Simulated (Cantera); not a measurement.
# Cr₂O₃ + H₂ (hydrogen reduction and annealing atmospheres)

Charge: 1 mol Cr₂O₃, 0.36 mol H₂, at 1 atm.

Equilibrium computed with Cantera from the NASA thermochemical tables; the gas is ideal and each condensed phase is pure. Candidate condensed phases: Cr, Cr₂O₃, H₂O; 13 gas species. Mutual solubility and eutectic melting of coexisting phases are not modelled. The numbers say what is thermodynamically allowed, not how fast it happens.

```csv
T (K),x H₂,x H₂O,x Cr,x H,x CrO,x OH,n Cr(s),n Cr₂O₃(s),n Cr(l)
2048,0.979,0.0174,0.00191,0.00220,2.41e-5,4.25e-6,0.00349,0.998,0
2073,0.976,0.0189,0.00248,0.00258,3.52e-5,5.69e-6,0.00366,0.998,0
2098,0.973,0.0206,0.00321,0.00302,5.10e-5,7.57e-6,0.00380,0.998,0
2123,0.970,0.0223,0.00412,0.00351,7.30e-5,9.99e-6,0.00389,0.997,0
2148,0.966,0.0243,0.00521,0.00407,0.000103,1.32e-5,0,0.997,0.00398
2173,0.962,0.0265,0.00652,0.00470,0.000145,1.73e-5,0,0.997,0.00404
2198,0.957,0.0288,0.00811,0.00541,0.000202,2.26e-5,0,0.996,0.00401
2223,0.952,0.0312,0.0101,0.00621,0.000278,2.94e-5,0,0.996,0.00389
```
x: gas mole fraction; n: condensed amount in mol.

From 2048 K to 2123 K the condensed part is Cr(s) + Cr₂O₃(s). From 2148 K to 2223 K the condensed part is Cr(l) + Cr₂O₃(s). The main Cr-bearing gas is Cr throughout.
